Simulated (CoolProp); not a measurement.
A single-stage vapour-compression cycle with fluoroethane (R161): evaporating at 196.15 K (dew point), condensing at 247.15 K (bubble point), superheat 5 K, subcooling 5 K, compressor efficiency 0.8, no pressure losses. Each further row changes one setting.

Computed with CoolProp (reference Helmholtz-energy equation of state, Wu 2012).

| case | cooling COP | pressure ratio | discharge temperature (K) | refrigerating effect (kJ/kg) | volumetric capacity (kJ/m³) |
|---|---|---|---|---|---|
| as stated | 2.56 | 15.5 | 332.7 | 380 | 118 |
| evaporating temperature 201.15 K | 2.98 | 11.1 | 321.9 | 385 | ? |
| condensing temperature 242.15 K | ? | 12.6 | 322.1 | 390 | 122 |
| subcooling 10 K | 2.62 | 15.5 | 332.7 | 390 | 122 |
| superheat 15 K | ? | 15.5 | 344.8 | 390 | 116 |
| compressor efficiency 0.7 | 2.24 | 15.5 | 348.0 | 380 | 118 |

Problem. What belongs in the gaps?

Solution. 
- evaporating temperature 201.15 K, volumetric capacity (kJ/m³): 165
- condensing temperature 242.15 K, cooling COP: 2.89
- superheat 15 K, cooling COP: 2.51
